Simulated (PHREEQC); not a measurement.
Consider water at 25 °C with 0.0012 mol/kgw NH4HF2, 0.082 mol/kgw (NH4)2SiF6, 7e-05 mol/kgw HBF4 and 0.016 mol/kgw H2SO4. Closed to the air; pH follows from the charge balance.

Computed with PHREEQC (ion-association model, wateq4f.dat).

This is a speciation only: nothing precipitates in the calculation.

### Question
Predict the pH, ionic strength.

### Answer
pH 1.71; ionic strength 0.275 mol/kgw.

### Question
In which forms is N present?

### Answer
NH4+ 98 %, NH4SO4- 2.4 % of the N.

Examples of supersaturated solids here: Quartz (slow to form), Chalcedony (slow to form). Others may be too. Complexes and solids missing from the database can't appear. SiF6-2 is the database's only silicon fluoride. Real BF4- forms and hydrolyses slowly; the run takes it at equilibrium.
